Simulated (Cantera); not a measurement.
Cantera run:

```python
import numpy as np
import cantera as ct

gas_names = """
    F FO FO2 F2 F2O H HF HOF HO2 H2 H2F2 H2O H2O2 H3F3 H4F4 H5F5 H6F6 H7F7 Mg MgF MgF2 MgH MgO MgOH
    MgO2H2 Mg2 Mg2F4 O OH O2 O3
""".split()
cond_names = """
    H2O(s) H2O(L) Mg(cr) Mg(L) MgF2(s) MgF2(L) MgO(s) MgO(L) MgO2H2(s)
""".split()


# ... load() reads the species with a 1 bar reference pressure and builds the phases ...
atoms = {
    'MgF2': {'Mg': 1, 'F': 2},
    'H2O': {'H': 2, 'O': 1},
    'H2': {'H': 2},
}
top_T = {}  # K; cautious upper limits of use, not melting points


# ... equilibrate(T, P, feed) seeds the gas with the atoms and calls Mixture.equilibrate('TP', solver="vcs", rtol=1e-11, max_steps=5000) ...
results = []
feed = {'MgF2': 1, 'H2O': 1.8, 'H2': 3.8}  # mol
for P in [0.1, 0.72, 5.2, 37, 270, 1900, 14000, 100000]:
    for T in [1898, 1923, 1948, 1973, 1998, 2023, 2048, 2073, 2098, 2123, 2148, 2173, 2198]:
        mix = equilibrate(T, P, feed)
        results.append((T, P, feed, dict(zip(mix.species_names, mix.species_moles))))

for T, P, feed, n in results:
    print(f"{T:7g} {P:10.4g}  " + (" + ".join(c for c in cond_names if n.get(c, 0) > 1e-12) or "gas only"))
```

Output:

```
   1898        0.1  gas only
   1923        0.1  gas only
   1948        0.1  gas only
   1973        0.1  gas only
   1998        0.1  gas only
   2023        0.1  gas only
   2048        0.1  gas only
   2073        0.1  gas only
   2098        0.1  gas only
   2123        0.1  gas only
   2148        0.1  gas only
   2173        0.1  gas only
   2198        0.1  gas only
   1898       0.72  gas only
   1923       0.72  gas only
   1948       0.72  gas only
   1973       0.72  gas only
   1998       0.72  gas only
   2023       0.72  gas only
   2048       0.72  gas only
   2073       0.72  gas only
   2098       0.72  gas only
   2123       0.72  gas only
   2148       0.72  gas only
   2173       0.72  gas only
   2198       0.72  gas only
   1898        5.2  MgO(s)
   1923        5.2  gas only
   1948        5.2  gas only
   1973        5.2  gas only
   1998        5.2  gas only
   2023        5.2  gas only
   2048        5.2  gas only
   2073        5.2  gas only
   2098        5.2  gas only
   2123        5.2  gas only
   2148        5.2  gas only
   2173        5.2  gas only
   2198        5.2  gas only
   1898         37  MgO(s)
   1923         37  MgO(s)
   1948         37  MgO(s)
   1973         37  MgO(s)
   1998         37  MgO(s)
   2023         37  MgO(s)
   2048         37  gas only
   2073         37  gas only
   2098         37  gas only
   2123         37  gas only
   2148         37  gas only
   2173         37  gas only
   2198         37  gas only
   1898        270  MgO(s)
   1923        270  MgO(s)
   1948        270  MgO(s)
   1973        270  MgO(s)
   1998        270  MgO(s)
   2023        270  MgO(s)
   2048        270  MgO(s)
   2073        270  MgO(s)
   2098        270  MgO(s)
   2123        270  MgO(s)
   2148        270  MgO(s)
   2173        270  MgO(s)
   2198        270  gas only
   1898       1900  MgO(s)
   1923       1900  MgO(s)
   1948       1900  MgO(s)
   1973       1900  MgO(s)
   1998       1900  MgO(s)
   2023       1900  MgO(s)
   2048       1900  MgO(s)
   2073       1900  MgO(s)
   2098       1900  MgO(s)
   2123       1900  MgO(s)
   2148       1900  MgO(s)
   2173       1900  MgO(s)
   2198       1900  MgO(s)
   1898    1.4e+04  MgO(s)
   1923    1.4e+04  MgO(s)
   1948    1.4e+04  MgO(s)
   1973    1.4e+04  MgO(s)
   1998    1.4e+04  MgO(s)
   2023    1.4e+04  MgO(s)
   2048    1.4e+04  MgO(s)
   2073    1.4e+04  MgO(s)
   2098    1.4e+04  MgO(s)
   2123    1.4e+04  MgO(s)
   2148    1.4e+04  MgO(s)
   2173    1.4e+04  MgO(s)
   2198    1.4e+04  MgO(s)
   1898      1e+05  MgO(s)
   1923      1e+05  MgO(s)
   1948      1e+05  MgO(s)
   1973      1e+05  MgO(s)
   1998      1e+05  MgO(s)
   2023      1e+05  MgO(s)
   2048      1e+05  MgO(s)
   2073      1e+05  MgO(s)
   2098      1e+05  MgO(s)
   2123      1e+05  MgO(s)
   2148      1e+05  MgO(s)
   2173      1e+05  MgO(s)
   2198      1e+05  MgO(s)
```

Method: chemical equilibrium by Gibbs-energy minimisation in Cantera with the NASA 1993 tables (ideal gas, pure condensed phases).
